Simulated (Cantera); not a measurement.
Input (Python, Cantera) and output of one run.

```python
import numpy as np
import cantera as ct

gas_names = """
    B BH BH2 BH3 BO BO2 B2 B2O B2O2 B2O3 B3O3H3 H HBO HBO2 HO2 H2 H2O H2O2 H3B3O6 O OH O2 O3
""".split()
cond_names = """
    B(b) B(L) B2O3(L) B3O3H3(cr) H2O(s) H2O(L)
""".split()


# ... load() reads the species with a 1 bar reference pressure and builds the phases ...
atoms = {
    'B2H6': {'B': 2, 'H': 6},
    'H2O': {'H': 2, 'O': 1},
    'H2': {'H': 2},
}
top_T = {}  # K; cautious upper limits of use, not melting points


# ... equilibrate(T, P, feed) seeds the gas with the atoms and calls Mixture.equilibrate('TP', solver="vcs", rtol=1e-11, max_steps=5000) ...
results = []
feed = {'B2H6': 1, 'H2O': 0.75, 'H2': 0.33}  # mol
T = 2273  # K
for P in [10, 32, 100, 320, 1000, 3200, 10000, 32000, 100000]:
    mix = equilibrate(T, P, feed)
    results.append((T, P, feed, dict(zip(mix.species_names, mix.species_moles))))

top = {s: max(r[3][s] / sum(r[3][g] for g in gas_names) for r in results) for s in gas_names}
cols = sorted((s for s in top if top[s] > 1e-06), key=lambda s: -top[s])[:8]
seen = [c for c in cond_names if any(r[3].get(c, 0) > 1e-12 for r in results)]
print("log10 of partial pressures in bar; condensed amounts in mol")
print(f"{'P/Pa':>10s}" + "".join(f"{s[:9]:>10s}" for s in cols + seen))
for T, P, feed, n in results:
    ng = sum(n[g] for g in gas_names)
    print(f"{P:10.4g}" + "".join(f"{np.log10(max(n[s] / ng * P / 1e5, 1e-99)):10.3f}" for s in cols)
          + "".join(f"{n.get(c, 0):10.4g}" for c in seen))
```

Output:

```
log10 of partial pressures in bar; condensed amounts in mol
      P/Pa        H2         H        BO       HBO         B      B2O2       B2O       BH2      B(b)
        10    -4.476    -4.314    -5.009    -6.230    -5.143    -7.705    -6.580    -7.209    0.7188
        32    -3.784    -3.968    -4.461    -5.337    -5.143    -6.610    -6.032    -6.517     1.093
       100    -3.193    -3.672    -3.978    -4.558    -5.143    -5.644    -5.550    -5.926     1.189
       320    -2.634    -3.393    -3.537    -3.837    -5.143    -4.761    -5.108    -5.367     1.219
      1000    -2.109    -3.130    -3.156    -3.194    -5.143    -3.999    -4.727    -4.842     1.231
      3200    -1.586    -2.869    -2.814    -2.590    -5.143    -3.314    -4.385    -4.319     1.237
     1e+04    -1.081    -2.616    -2.513    -2.037    -5.143    -2.714    -4.084    -3.814     1.242
   3.2e+04    -0.569    -2.360    -2.231    -1.499    -5.143    -2.150    -3.803    -3.302     1.247
     1e+05    -0.070    -2.111    -1.972    -0.990    -5.143    -1.630    -3.543    -2.803     1.253
```

Method: chemical equilibrium by Gibbs-energy minimisation in Cantera with the NASA 1993 tables (ideal gas, pure condensed phases). The feed counts by its element totals alone. The tables' values for BH2 are old estimates; treat these amounts as uncertain. Gases not in the tables: B2H6 and higher boranes.
